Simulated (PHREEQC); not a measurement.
HNO3 is added in steps, without added water, to 1 kg of water holding 0.00066 mol/kgw H2SeO4, 0.0019 mol/kgw NaOH and 0.0031 mol/kgw FeCl3, at 25 °C. Oxygen alone is held at its pressure in air (log pO2 = -0.68). The system is closed to CO2. Solids allowed: Fe(OH)3(a), Halite. Others were left out.

Base run: PHREEQC, ion-association model, wateq4f.dat. Each further column changes one thing. The table gives FeOH+2 (mol/kgw).

```csv
HNO3 added (mol),base,NaOH from 0.0019 to 0.0038 mol/kgw,FeCl3 from 0.0031 to 0.00155 mol/kgw,NaOH from 0.0019 to 0.00038 mol/kgw,no solid may form
0,0.00161,0.00140,0.000873,0.00147,0.00161
0.0037,0.00123,0.00142,0.000734,0.00110,0.00123
0.008325,0.000874,0.000993,0.000497,0.000794,0.000874
0.01202,0.000693,0.000773,0.000386,0.000639,0.000693
0.01665,0.000544,0.000595,0.000298,0.000508,0.000544
0.02035,0.000461,0.000498,0.000251,0.000435,0.000461
0.02498,0.000386,…,0.000209,0.000367,0.000386
0.02867,0.000341,0.000362,…,0.000326,0.000341
0.0333,0.000297,0.000313,…,0.000285,0.000297
0.037,0.000269,0.000282,0.000144,0.000259,0.000269
```

**Question.** What belongs in the gaps?

**Answer.** 
- 0.02498, NaOH from 0.0019 to 0.0038 mol/kgw: 0.000413
- 0.02867, FeCl3 from 0.0031 to 0.00155 mol/kgw: 0.000184
- 0.0333, FeCl3 from 0.0031 to 0.00155 mol/kgw: 0.000159
